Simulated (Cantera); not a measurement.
Charge: 1 mol S, 0.99 mol O₂, held at 2675 °C and 9.75 Torr.

Method: chemical equilibrium by Gibbs-energy minimisation in Cantera with the NASA 1993 tables (ideal gas, pure condensed phases). Candidate condensed phases: S; 10 gas species. Rates play no part.

Base state: SO 0.307, O 0.270, SO₂ 0.226, O₂ 0.106, S 0.0889, S₂ 0.00218, S₂O 6.72e-5 (mole fractions); condensed: gas only.

What changes in the equilibrium state with this change: O₂ from 0.99 to 2.6 mol?


| species | before | after |
|---|---|---|
| O | 0.270 | 0.444 |
| O₂ | 0.106 | 0.287 |
| SO₂ | 0.226 | 0.137 |
| SO | 0.307 | 0.113 |
| S | 0.0889 | 0.0199 |
| S₂ | 0.00218 | 0.000109 |
| S₂O | 6.72e-5 | 5.53e-6 |

What changes in the equilibrium state with this change: temperature from 2675 °C to 1375 °C?


| species | before | after |
|---|---|---|
| SO₂ | 0.226 | 0.986 |
| SO | 0.307 | 0.0124 |
| S₂ | 0.00218 | 0.00177 |
| O | 0.270 | 4.78e-7 |
| O₂ | 0.106 | 4.62e-6 |
| S | 0.0889 | 7.18e-5 |
| S₂O | 6.72e-5 | 0.000140 |
